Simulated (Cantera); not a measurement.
Input: 1 mol SiH2Cl2, 0.46 mol N2, 0.15 mol H2, 1.1 mol NH3, equilibrated at 0.910 bar.

These are equilibrium values from Cantera (NASA tables, ideal gas, pure condensed phases), not measurements of a reactor. Candidate condensed phases: NH4Cl, Si, Si3N4; 28 gas species. The tables' values for SiCl3 are old estimates; treat these amounts as uncertain. The numbers say what is thermodynamically allowed, not how fast it happens. All values below are at 1198 K.

Base state: H2 0.512, HCl 0.343, N2 0.108, SiCl4 0.0352, SiHCl3 0.00142, SiCl3 0.000300, SiCl2 2.26e-5, NH3 2.12e-5 (mole fractions); condensed: Si3N4(s).

**Question.** What changes in the equilibrium state with this change: pressure from 0.910 bar to 0.110 bar?

**Answer.** 
| species | before | after |
|---|---|---|
| H2 | 0.512 | 0.495 |
| HCl | 0.343 | 0.373 |
| N2 | 0.108 | 0.103 |
| SiCl4 | 0.0352 | 0.0272 |
| NH3 | 2.12e-5 | 2.37e-6 |
| SiCl2 | 2.26e-5 | 0.000118 |
| SiCl3 | 0.000300 | 0.000602 |
| SiHCl3 | 0.00142 | 0.000970 |
| Si3N4(s), mol | 0.283 | 0.294 |
